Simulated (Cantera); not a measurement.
A Cantera script and its output.

```python
import numpy as np
import cantera as ct

gas = ct.Solution("gri30.yaml")


def delay(T, t_max=10):
    gas.TPX = T, 3800000, {'CH4': 1, 'O2': 1.43, 'N2': 8.14, 'CO2': 2.1}
    reactor = ct.IdealGasConstPressureReactor(gas, clone=False)
    net = ct.ReactorNet([reactor])
    net.rtol, net.atol = 1e-8, 1e-16
    while net.time < t_max:
        t_old, T_old = net.time, reactor.T
        net.step()
        if reactor.T > T + 400:  # ignition: a rise of 400 K
            return t_old + (T + 400 - T_old) / (reactor.T - T_old) * (net.time - t_old)
    return np.nan


taus = []
for T in [1298, 1373, 1448, 1523, 1598, 1673]:
    taus.append(delay(T))
    print(f"T0 = {T:6g} K   tau = {taus[-1]:.4e} s")
```

Result:

```
T0 =   1298 K   tau = 7.4525e-04 s
T0 =   1373 K   tau = 3.6994e-04 s
T0 =   1448 K   tau = 1.9189e-04 s
T0 =   1523 K   tau = 1.0215e-04 s
T0 =   1598 K   tau = 5.5268e-05 s
T0 =   1673 K   tau = 3.0361e-05 s
```

Detailed kinetics in Cantera: GRI-Mech 3.0 (53 species, 325 reactions). The pressure lies above the range GRI-Mech 3.0 was tuned for (to about 10 atm).
